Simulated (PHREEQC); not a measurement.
Brackish or sea water: speciation

Synthetic water in mmol/kgw, 25 °C, pH 7.28:

| constituent | mmol/kgw |
|---|---|
| Na | 334 |
| K | 0.414 |
| Ca | 31.4 |
| Mg | 2.34 |
| Cl | 398 |
| S(6) | 2.7 |
| Alkalinity (meq/kgw) | 0.0896 |
| Si | 0.18 |
| B | 2.37 |

Cl is adjusted to close the charge balance.
Valence states are taken as typed.

Equilibrium calculation in PHREEQC: Pitzer model, pitzer.dat.

This is a speciation only: nothing precipitates in the calculation.

Predict the activity of water, osmotic coefficient.

activity of water 0.987; osmotic coefficient 0.913.

In which forms is C present?

HCO3- 92 %, CO2 7.3 % of the C.
